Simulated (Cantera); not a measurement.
Cantera with NASA thermochemical tables; ideal gases at 1 bar, condensed phases pure. Values are per mole of reaction as written; species without (g) are pure solids or liquids, kept so even where they would boil at 1 bar.

Task: Between 1375 and 2775 K, where is each reaction favourable under standard conditions?
- 3 F(g) + Al(g) → AlF₃(g)

Result: 
- 3 F(g) + Al(g) → AlF₃(g): ΔG° is -1261 kJ at 1375 K and -725 kJ at 2775 K; it stays negative (K > 1). ΔH° is -1789 kJ and ΔS° -383 J/K at 2775 K.
